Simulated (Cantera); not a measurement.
Charge: 1 mol CaCO₃, 6.2 mol H₂, 0.2 mol H₂O, equilibrated at 0.000810 bar.

These are equilibrium values from Cantera (NASA tables, ideal gas, pure condensed phases), not measurements of a reactor. Candidate condensed phases: C, C₆H₆, C₇H₈, C₈H₁₈, Ca, CaCO₃, CaO, Ca(OH)₂, H₂O; 115 gas species. Kinetics and transport are ignored.

Q: Which condensed phases are stable at each of these points (T (K)): 550, 650, 750, 850, 950, 1050, 1150, 1250, 1350, 1450, 1550, 1650, 1750, 1850?

A: 
| T (K) | condensed phases | Ca condensed (%) |
|---|---|---|
| 550 | CaCO₃(calcite) + CaO(s) | 100.0 |
| 650 | CaCO₃(calcite) + CaO(s) | 100.0 |
| 750 | CaO(s) | 100.0 |
| 850 | CaO(s) | 100.0 |
| 950 | CaO(s) | 100.0 |
| 1050 | CaO(s) | 100.0 |
| 1150 | CaO(s) | 100.0 |
| 1250 | CaO(s) | 100.0 |
| 1350 | CaO(s) | 100.0 |
| 1450 | CaO(s) | 100.0 |
| 1550 | CaO(s) | 100.0 |
| 1650 | CaO(s) | 100.0 |
| 1750 | CaO(s) | 100.0 |
| 1850 | CaO(s) | 100.0 |

From 550 K to 650 K the condensed part is CaCO₃(calcite) + CaO(s). From 750 K to 1850 K the condensed part is CaO(s).
